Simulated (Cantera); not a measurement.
A freely propagating, adiabatic, planar premixed flame of CH4 : C2H6 : C3H8 : O2 : N2 = 1 : 0.45 : 0.59 : 7.5 : 28.2 (molar parts), equivalence ratio 0.87, unburnt at 648 K and 1.80 bar; mixture-averaged transport, grid criteria slope 0.08 and curve 0.16, no radiation.

Computed with Cantera and GRI-Mech 3.0 (53 species, 325 reactions). GRI-Mech 3.0 was tuned for natural gas; its chemistry of propane as a main component is partial and can be far from experiment. Burning velocities carry a grid error of a few per cent, more on coarse grids.

Question: How do the results move with these cheaper or finer settings: unity-Lewis-number transport; multicomponent transport; multicomponent+Soret transport; grid criteria slope 0.5, curve 1; grid criteria slope 0.25, curve 0.5; grid criteria slope 0.03, curve 0.06?

Answer: 
| setting | laminar burning velocity | thermal thickness | peak x(H) | peak x(H2) | grid points |
|---|---|---|---|---|---|
| as above | 136 cm/s | 0.181 mm | 0.00619 | 0.0158 | 139 |
| unity-Lewis-number transport | 105 cm/s | 0.196 mm | 0.00713 | 0.0153 | 139 |
| multicomponent transport | 136 cm/s | 0.183 mm | 0.00622 | 0.0160 | 139 |
| multicomponent+Soret transport | 135 cm/s | 0.183 mm | 0.00619 | 0.0151 | 139 |
| grid criteria slope 0.5, curve 1 | 149 cm/s | 0.198 mm | 0.00642 | 0.0158 | 41 |
| grid criteria slope 0.25, curve 0.5 | 143 cm/s | 0.188 mm | 0.00632 | 0.0159 | 60 |
| grid criteria slope 0.03, curve 0.06 | 133 cm/s | 0.179 mm | 0.00606 | 0.0156 | 363 |
The base run took roughly 9 core-seconds.
Unity Lewis numbers drop preferential diffusion, which matters most where H2 and H carry the flame; Soret adds thermal diffusion.
